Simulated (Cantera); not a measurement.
A Cantera script and its output.

```python
import numpy as np
import cantera as ct

gas = ct.Solution("gri30.yaml")
gas.TPX = 1050, 500000, {'CH4': 1, 'C2H6': 0.16, 'O2': 5.45, 'N2': 20.5}
reactor = ct.IdealGasReactor(gas, energy="on", clone=False)
net = ct.ReactorNet([reactor])
net.rtol, net.atol = 1e-08, 1e-16
show = ['CH4', 'C2H6', 'O2', 'CH3', 'H2', 'CH2', 'NO']
times = np.geomspace(1e-06, 5, 15)

steps = ct.SolutionArray(gas, extra=["t"])
rows = []
print(f"{'t/s':>10s}{'T/K':>9s}{'P/Pa':>11s}" + "".join(f"{s:>11s}" for s in show))
for t in times:
    while net.time < t:
        t_next = net.step()
        steps.append(gas.state, t=t_next)
    rows.append([np.interp(t, steps.t, y) for y in (steps.T, steps.P, *steps(*show).X.T)])
    print(f"{t:10.3e}{rows[-1][0]:9.1f}{rows[-1][1]:11.4g}" + "".join(f"{x:11.3e}" for x in rows[-1][2:]))
rate = np.gradient(steps.T, steps.t)
print("integrator steps:", len(steps.t))
if steps.T.max() > steps.T[0] + 200:
    print(f"time of steepest temperature rise: {steps.t[rate.argmax()]:.4e} s")
gas.TPX = 1050, 500000, {'CH4': 1, 'C2H6': 0.16, 'O2': 5.45, 'N2': 20.5}
gas.equilibrate("UV")
print(f"equilibrium (UV): T = {gas.T:.1f} K  " + "  ".join(f"{s} {gas[s].X[0]:.3e}" for s in show))
```

Result:

```
       t/s      T/K       P/Pa        CH4       C2H6         O2        CH3         H2        CH2         NO
 1.000e-06   1050.0      5e+05  3.689e-02  5.902e-03  2.010e-01  1.746e-10  2.909e-14  1.510e-22  1.145e-26
 3.010e-06   1050.0      5e+05  3.689e-02  5.902e-03  2.010e-01  5.240e-10  1.226e-13  1.467e-21  1.229e-25
 9.057e-06   1050.0      5e+05  3.689e-02  5.902e-03  2.010e-01  1.563e-09  5.980e-13  1.335e-20  1.120e-24
 2.726e-05   1050.0      5e+05  3.689e-02  5.902e-03  2.010e-01  4.583e-09  3.766e-12  1.157e-19  9.953e-24
 8.203e-05   1050.0      5e+05  3.689e-02  5.902e-03  2.010e-01  1.277e-08  2.864e-11  9.095e-19  8.617e-23
 2.469e-04   1050.0      5e+05  3.689e-02  5.902e-03  2.010e-01  3.108e-08  2.370e-10  5.612e-18  6.923e-22
 7.430e-04   1050.0      5e+05  3.689e-02  5.902e-03  2.010e-01  5.884e-08  2.142e-09  2.437e-17  4.882e-21
 2.236e-03   1050.0      5e+05  3.689e-02  5.901e-03  2.010e-01  1.215e-07  2.737e-08  1.849e-16  4.001e-20
 6.730e-03   1050.1  5.001e+05  3.687e-02  5.889e-03  2.010e-01  6.741e-07  1.438e-06  1.888e-14  4.519e-18
 2.025e-02   2307.4  1.104e+06  2.510e-20  1.253e-37  1.048e-01  1.061e-19  1.808e-04  2.676e-20  1.225e-03
 6.095e-02   2287.8  1.094e+06  1.851e-20  7.103e-38  1.011e-01  7.452e-20  1.654e-04  1.738e-20  8.693e-03
 1.834e-01   2283.7  1.092e+06  1.734e-20  6.293e-38  1.004e-01  6.907e-20  1.624e-04  1.583e-20  1.024e-02
 5.520e-01   2283.7  1.092e+06  1.733e-20  6.289e-38  1.004e-01  6.905e-20  1.624e-04  1.582e-20  1.025e-02
 1.661e+00   2283.7  1.092e+06  1.733e-20  6.289e-38  1.004e-01  6.905e-20  1.624e-04  1.582e-20  1.025e-02
 5.000e+00   2283.7  1.092e+06  1.733e-20  6.289e-38  1.004e-01  6.905e-20  1.624e-04  1.582e-20  1.025e-02
integrator steps: 2151
time of steepest temperature rise: 1.7194e-02 s
equilibrium (UV): T = 2283.7 K  CH4 2.637e-20  C2H6 1.050e-37  O2 1.004e-01  CH3 1.050e-19  H2 1.624e-04  CH2 3.341e-20  NO 1.025e-02
```

Computed with Cantera and GRI-Mech 3.0 (53 species, 325 reactions).
